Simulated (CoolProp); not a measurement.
Water along the isobar 578 kPa: Z from the reference equation and from simpler models built on Tc = 647.1 K, pc = 22060 kPa, ω = 0.344; each cubic takes its own stable root.

Computed with CoolProp (reference Helmholtz-energy equation of state, Wagner 2002).

```csv
T (K),phase,reference,van der Waals,Soave-Redlich-Kwong,Peng-Robinson
339.3,liquid,0.003766,0.9649,0.005040,0.004479
365.7,liquid,0.003553,0.9703,0.004786,0.004249
392.1,liquid,0.003383,0.9747,0.004583,0.004063
418.6,liquid,0.003247,0.9782,0.004425,0.003917
445,gas,0.9585,0.9811,0.9701,0.9688
471.4,gas,0.9683,0.9834,0.9748,0.9736
497.9,gas,0.9750,0.9854,0.9787,0.9775
524.3,gas,0.9798,0.9871,0.9819,0.9807
550.7,gas,0.9835,0.9885,0.9845,0.9834
```

At some of these states van der Waals gives the other phase, because its saturation line lies elsewhere.
